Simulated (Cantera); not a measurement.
Input: 1 mol AlN, 0.054 mol N2, equilibrated at 1427 °C.

Equilibrium computed with Cantera from the NASA thermochemical tables; the gas is ideal and each condensed phase is pure. Candidate condensed phases: Al, AlN; 5 gas species. Kinetics and transport are ignored.

Question: Which condensed phases are stable at each of these points (P (Pa)): 1, 16, 250, 4000, 63000, 1000000?

Answer: 
| P (Pa) | condensed phases | Al condensed (%) |
|---|---|---|
| 1 | gas only | 0.0 |
| 16 | AlN(s) | 99.9 |
| 250 | AlN(s) | 100.0 |
| 4000 | AlN(s) | 100.0 |
| 63000 | AlN(s) | 100.0 |
| 1000000 | AlN(s) | 100.0 |

At 1.00 Pa nothing is condensed. From 16.0 Pa to 10.0 bar the condensed part is AlN(s).
